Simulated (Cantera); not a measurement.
Mixture: CH₄ : O₂ : N₂ = 1 : 2.6 : 8.83 (molar parts), equivalence ratio 0.77, at 1.40 bar, adiabatic and at constant pressure. Ignition delay is the time to a rise of 400 K.

Cantera simulation using GRI-Mech 3.0 (53 species, 325 reactions); the numbers are that mechanism's predictions, not measurements.

Task: Predict: delay at 1073 K; delay at 1148 K; delay at 1223 K; delay at 1298 K; delay at 1373 K; delay at 1448 K; apparent activation energy between 1298 and 1448 K.

Result: 
```
Quantity                                                 Value
--------------------------------------------------  ----------
delay at 1073 K                                        0.184 s
delay at 1148 K                                        57.7 ms
delay at 1223 K                                        19.8 ms
delay at 1298 K                                        7.34 ms
delay at 1373 K                                        2.95 ms
delay at 1448 K                                        1.28 ms
apparent activation energy between 1298 and 1448 K  180 kJ/mol
```
